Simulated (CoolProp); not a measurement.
A single-stage vapour-compression cycle with the fluid: evaporating at 287.15 K (dew point), condensing at 345.15 K (bubble point), superheat 10 K, subcooling 2 K, compressor efficiency 0.9, no pressure losses. The same conditions are run with several fluids, on thermodynamics alone (safety and materials aside).

The numbers come from the reference Helmholtz-energy equation of state of each fluid (carbonyl sulfide: Lemmon 2006; R124: de Vries 1995; fluoroethane (R161): Wu 2012; dimethyl ether: Wu 2011; n-perfluoropentane: Gao 2022; chloromethane (R40): Thol 2014) in CoolProp.

```tsv
fluid	cooling COP	pressure ratio	discharge temperature (K)	refrigerating effect (kJ/kg)	volumetric capacity (kJ/m³)
carbonyl sulfide	3.16	3.65	399.1	183	4870
R124	3.16	4.92	353.0	94.1	1510
fluoroethane (R161)	3.13	4.13	376.3	235	3500
dimethyl ether	3.37	4.45	370.2	289	2490
n-perfluoropentane	2.54	6.93	345.1	42.4	284
chloromethane (R40)	3.51	4.50	408.7	302	2770
```

The compression ends wet for: n-perfluoropentane.
